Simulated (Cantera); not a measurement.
Equilibrium for aluminium and copper etching: Al + HCl + H2

Input: 1 mol Al, 2.8 mol HCl, 48 mol H2, equilibrated at 35.0 Pa.

These are equilibrium values from Cantera (NASA tables, ideal gas, pure condensed phases), not measurements of a reactor. Candidate condensed phases: Al, AlCl3; 12 gas species. The tables' values for AlCl2 are old estimates; treat these amounts as uncertain. Equilibrium is a limit: real reactors are often held back by kinetics, nucleation or transport.

From 552 °C to 1152 °C nothing is condensed. The main Al-bearing gas is AlCl3 at 552 °C and AlCl at 1152 °C.

```tsv
T (°C)	log p H2	log p HCl	log p AlCl3	log p AlCl	log p AlCl2
552	-3.46	-8.30	-5.21	-6.18	-7.17
602	-3.46	-7.68	-5.21	-6.18	-7.03
652	-3.46	-7.13	-5.21	-6.17	-6.91
702	-3.46	-6.66	-5.22	-6.14	-6.80
752	-3.47	-6.26	-5.23	-6.07	-6.67
802	-3.47	-5.93	-5.26	-5.95	-6.54
852	-3.47	-5.66	-5.31	-5.80	-6.41
902	-3.47	-5.44	-5.38	-5.65	-6.30
952	-3.47	-5.27	-5.50	-5.51	-6.22
1002	-3.47	-5.13	-5.67	-5.39	-6.19
1052	-3.48	-5.03	-5.91	-5.30	-6.21
1102	-3.48	-4.98	-6.21	-5.24	-6.29
1152	-3.48	-4.95	-6.56	-5.21	-6.40
```
log p: log10 of the partial pressure in bar; nothing condenses.
